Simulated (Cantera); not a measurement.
A closed system holds: 1 mol Pb, 4.1 mol H2O, 40 mol N2, held at 1098.15 K and 1 atm.

Cantera equilibrium calculation (NASA polynomials, part measured and part estimated; ideal gas, pure solids and liquids). Candidate condensed phases: H2O, Pb, PbO, PbO2, Pb3O4; 27 gas species. Mutual solubility and eutectic melting of coexisting phases are not modelled. Kinetics and transport are ignored.

Base state: N2 0.907, H2O 0.0929, Pb 0.000116, H2 1.91e-5 (mole fractions); condensed: Pb(l) + PbO(yellow).

**Question.** What changes in the equilibrium state with this change: Pb replaced by Fe?

**Answer.** 
```json
[
 {"species": "N2", "before": "0.907", "after": "0.907"},
 {"species": "H2O", "before": "0.0929", "after": "0.0703"},
 {"species": "H2", "before": "1.91e-5", "after": "0.0227"},
 {"species": "Pb", "before": "0.000116", "after": "0"},
 {"species": "Pb(l), mol", "before": "0.994", "after": "0"},
 {"species": "PbO(yellow), mol", "before": "0.000584", "after": "0"},
 {"species": "FeO(s), mol", "before": "0", "after": "1.00"}
]
```
The tables' stoichiometric FeO is somewhat more stable than real wüstite, so its field is too wide. FeO: taken at fixed stoichiometry. Further candidate phases: Fe, FeO, Fe(OH)2, Fe(OH)3, Fe2O3, Fe3O4.

**Question.** What changes in the equilibrium state with this change: temperature from 1098.15 K to 1648.15 K?

**Answer.** 
| species | before | after |
|---|---|---|
| N2 | 0.907 | 0.887 |
| H2O | 0.0929 | 0.0896 |
| Pb | 0.000116 | 0.0208 |
| PbO | 5.81e-6 | 0.00132 |
| H2 | 1.91e-5 | 0.00132 |
| Pb(l), mol | 0.994 | 0 |
| PbO(yellow), mol | 0.000584 | 0 |
Gases not in the tables: (PbO)n polymers.
